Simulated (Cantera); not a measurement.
A Cantera script and its output.

```python
import numpy as np
import cantera as ct

gas = ct.Solution("gri30.yaml")
gas.TPX = 1225, 14000, {'CO': 0.016, 'O2': 0.0095, 'H2O': 0.026, 'N2': 1}
reactor = ct.IdealGasConstPressureReactor(gas, energy="off", clone=False)
net = ct.ReactorNet([reactor])
net.rtol, net.atol = 1e-08, 1e-18
show = ['CO', 'O2', 'H2O', 'NO', 'CO2', 'H2']
times = np.geomspace(2e-05, 20, 9)

steps = ct.SolutionArray(gas, extra=["t"])
rows = []
print(f"{'t/s':>10s}{'T/K':>9s}{'P/Pa':>11s}" + "".join(f"{s:>11s}" for s in show))
for t in times:
    while net.time < t:
        t_next = net.step()
        steps.append(gas.state, t=t_next)
    rows.append([np.interp(t, steps.t, y) for y in (steps.T, steps.P, *steps(*show).X.T)])
    print(f"{t:10.3e}{rows[-1][0]:9.1f}{rows[-1][1]:11.4g}" + "".join(f"{x:11.3e}" for x in rows[-1][2:]))
rate = np.gradient(steps.T, steps.t)
print("integrator steps:", len(steps.t))
if steps.T.max() > steps.T[0] + 200:
    print(f"time of steepest temperature rise: {steps.t[rate.argmax()]:.4e} s")
gas.TPX = 1225, 14000, {'CO': 0.016, 'O2': 0.0095, 'H2O': 0.026, 'N2': 1}
gas.equilibrate("TP")
print(f"equilibrium (TP): T = {gas.T:.1f} K  " + "  ".join(f"{s} {gas[s].X[0]:.3e}" for s in show))
```

Result:

```
       t/s      T/K       P/Pa         CO         O2        H2O         NO        CO2         H2
 2.000e-05   1225.0    1.4e+04  1.522e-02  9.035e-03  2.473e-02  1.416e-21  2.807e-11  1.985e-16
 1.125e-04   1225.0    1.4e+04  1.522e-02  9.035e-03  2.473e-02  5.271e-20  1.607e-10  6.708e-14
 6.325e-04   1225.0    1.4e+04  1.522e-02  9.035e-03  2.473e-02  2.087e-18  1.164e-09  2.421e-11
 3.557e-03   1225.0    1.4e+04  1.522e-02  9.035e-03  2.473e-02  1.820e-16  6.144e-08  9.162e-09
 2.000e-02   1225.0    1.4e+04  7.338e-03  5.958e-03  2.191e-02  1.689e-07  7.891e-03  1.357e-03
 1.125e-01   1225.0    1.4e+04  6.620e-04  2.105e-03  2.395e-02  1.585e-06  1.465e-02  6.431e-04
 6.325e-01   1225.0    1.4e+04  7.937e-05  1.503e-03  2.481e-02  1.658e-06  1.525e-02  7.762e-05
 3.557e+00   1225.0    1.4e+04  4.605e-06  1.438e-03  2.491e-02  1.661e-06  1.533e-02  4.576e-06
 2.000e+01   1225.0    1.4e+04  2.969e-07  1.436e-03  2.491e-02  1.661e-06  1.533e-02  3.102e-07
integrator steps: 1890
equilibrium (TP): T = 1225.0 K  CO 3.391e-08  O2 1.426e-03  H2O 2.492e-02  NO 2.155e-05  CO2 1.533e-02  H2 3.753e-08
```

Model: GRI-Mech 3.0 (53 species, 325 reactions), integrated in Cantera.
